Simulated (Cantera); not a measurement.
Charge: 1 mol n-butane, 0.059 mol CO2, 5.3 mol H2, equilibrated at 2227 °C and 0.133 bar.

Method: chemical equilibrium by Gibbs-energy minimisation in Cantera with the NASA 1993 tables (ideal gas, pure condensed phases). Candidate condensed phases: C, C6H6, C7H8, C8H18, H2O; 110 gas species. Kinetics and transport are ignored.

Base state: H2 0.913, H 0.0658, CO 0.0110, C2H2 (acetylene) 0.00988, C2H 5.11e-5, C4H2 4.41e-5, CH3 2.16e-5, CH4 1.67e-5 (mole fractions); condensed: C(graphite).

Question: What changes in the equilibrium state with this change: temperature from 2227 °C to 250 °C?

Answer: 
```csv
species,before,after
CH4,1.67e-5,0.650
H2,0.913,0.331
H2O,3.24e-8,0.0189
H,0.0658,<1e-9
CO,0.0110,1.70e-8
C2H2 (acetylene),0.00988,<1e-9
C2H,5.11e-5,<1e-9
C4H2,4.41e-5,<1e-9
CH3,2.16e-5,<1e-9
"C(graphite), mol",3.72,0
```
